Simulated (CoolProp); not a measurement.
Vapour-liquid equilibrium of CH2F2 (R32) (1) + propylene (2) at 252.8 K; x and y are mole fractions of (1).

Model: multi-fluid Helmholtz-energy mixture model, Tillner-Roth 1997 and Lemmon 2013; pair parameters Bell 2016, in CoolProp.

### Question
Give the bubble pressure and the first vapour's composition at x = 0.55, 0.75, 0.95. Is there an azeotrope?

### Answer
x = 0.55: 513.5 kPa, y = 0.594; x = 0.75: 508.6 kPa, y = 0.671; x = 0.95: 444.2 kPa, y = 0.870. y crosses x between x = 0.55 and 0.65: the model has an azeotrope there.

The pair parameters rest on a limited set of measurements; away from them the model extrapolates.
